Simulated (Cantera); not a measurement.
What does this Cantera script print?

```python
import numpy as np
import cantera as ct

gas = ct.Solution("gri30.yaml")
gas.TPX = 1525, 22000, {'CH4': 1, 'H2': 0.13, 'O2': 1.15, 'N2': 4.13}
reactor = ct.IdealGasReactor(gas, energy="on", clone=False)
net = ct.ReactorNet([reactor])
net.rtol, net.atol = 1e-08, 1e-16
show = ['CH4', 'H2', 'O2', 'NO', 'CO2', 'H2O2', 'H2O']
times = np.geomspace(3e-06, 0.3, 13)

steps = ct.SolutionArray(gas, extra=["t"])
rows = []
print(f"{'t/s':>10s}{'T/K':>9s}{'P/Pa':>11s}" + "".join(f"{s:>11s}" for s in show))
for t in times:
    while net.time < t:
        t_next = net.step()
        steps.append(gas.state, t=t_next)
    rows.append([np.interp(t, steps.t, y) for y in (steps.T, steps.P, *steps(*show).X.T)])
    print(f"{t:10.3e}{rows[-1][0]:9.1f}{rows[-1][1]:11.4g}" + "".join(f"{x:11.3e}" for x in rows[-1][2:]))
rate = np.gradient(steps.T, steps.t)
print("integrator steps:", len(steps.t))
if steps.T.max() > steps.T[0] + 200:
    print(f"time of steepest temperature rise: {steps.t[rate.argmax()]:.4e} s")
gas.TPX = 1525, 22000, {'CH4': 1, 'H2': 0.13, 'O2': 1.15, 'N2': 4.13}
gas.equilibrate("UV")
print(f"equilibrium (UV): T = {gas.T:.1f} K  " + "  ".join(f"{s} {gas[s].X[0]:.3e}" for s in show))
```

Result:

```
       t/s      T/K       P/Pa        CH4         H2         O2         NO        CO2       H2O2        H2O
 3.000e-06   1525.0    2.2e+04  1.560e-01  2.028e-02  1.794e-01  2.035e-17  1.108e-14  5.033e-10  1.473e-08
 7.830e-06   1525.0    2.2e+04  1.560e-01  2.028e-02  1.794e-01  1.285e-16  2.072e-13  3.132e-09  8.334e-08
 2.044e-05   1525.0    2.2e+04  1.560e-01  2.028e-02  1.794e-01  5.376e-16  2.590e-12  1.713e-08  3.346e-07
 5.335e-05   1525.0    2.2e+04  1.560e-01  2.028e-02  1.794e-01  2.188e-15  3.831e-11  7.228e-08  1.479e-06
 1.392e-04   1524.9    2.2e+04  1.560e-01  2.028e-02  1.794e-01  1.168e-14  8.616e-10  2.100e-07  8.823e-06
 3.635e-04   1524.9    2.2e+04  1.559e-01  2.028e-02  1.793e-01  1.011e-13  3.670e-08  3.643e-07  7.544e-05
 9.487e-04   1528.5  2.205e+04  1.544e-01  2.028e-02  1.785e-01  2.060e-12  4.317e-06  7.428e-07  1.176e-03
 2.476e-03   2792.4  4.673e+04  7.863e-13  1.236e-01  7.571e-04  6.223e-04  1.906e-02  3.468e-08  1.418e-01
 6.463e-03   2746.6   4.61e+04  4.101e-13  1.234e-01  8.728e-04  1.665e-03  1.902e-02  3.195e-08  1.393e-01
 1.687e-02   2745.9  4.609e+04  4.123e-13  1.235e-01  8.656e-04  1.837e-03  1.900e-02  3.175e-08  1.393e-01
 4.403e-02   2745.9  4.609e+04  4.123e-13  1.235e-01  8.656e-04  1.838e-03  1.900e-02  3.175e-08  1.393e-01
 1.149e-01   2745.9  4.609e+04  4.123e-13  1.235e-01  8.656e-04  1.838e-03  1.900e-02  3.175e-08  1.393e-01
 3.000e-01   2745.9  4.609e+04  4.123e-13  1.235e-01  8.656e-04  1.838e-03  1.900e-02  3.175e-08  1.393e-01
integrator steps: 1842
time of steepest temperature rise: 1.9827e-03 s
equilibrium (UV): T = 2745.9 K  CH4 4.792e-13  H2 1.235e-01  O2 8.656e-04  NO 1.838e-03  CO2 1.900e-02  H2O2 3.175e-08  H2O 1.393e-01
```

Computed with Cantera and GRI-Mech 3.0 (53 species, 325 reactions).
